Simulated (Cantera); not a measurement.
An adiabatic, constant-pressure homogeneous reactor starts with H2 : O2 : N2 = 1 : 0.455 : 1.71 (molar parts), at 975 K and 293 Torr.

Detailed kinetics in Cantera: the H2/O2 subset of GRI-Mech 3.0, which has no nitrogen chemistry.

Task: Predict: time of steepest temperature rise; temperature at 0.300 s; equilibrium temperature; x(H2) at 0.300 s; x(O2) at 0.300 s; x(H) at 0.300 s; x(OH) at 0.300 s; x(H2O) at 0.300 s; x(H2O2) at 0.300 s.

Result: 
```json
{
 "time_of_steepest_temperature_rise": "0.591 ms",
 "temperature at 0.300 s": "2636 K",
 "equilibrium_temperature": "2636 K",
 "x(H2) at 0.300 s": "0.0552 (gas-phase equilibrium 0.0552)",
 "x(O2) at 0.300 s": "0.00849 (gas-phase equilibrium 0.00849)",
 "x(H) at 0.300 s": "0.0168 (gas-phase equilibrium 0.0168)",
 "x(OH) at 0.300 s": "0.0207 (gas-phase equilibrium 0.0207)",
 "x(H2O) at 0.300 s": "0.283 (gas-phase equilibrium 0.283)",
 "x(H2O2) at 0.300 s": "1.52e-7 (gas-phase equilibrium 1.52e-7)"
}
```
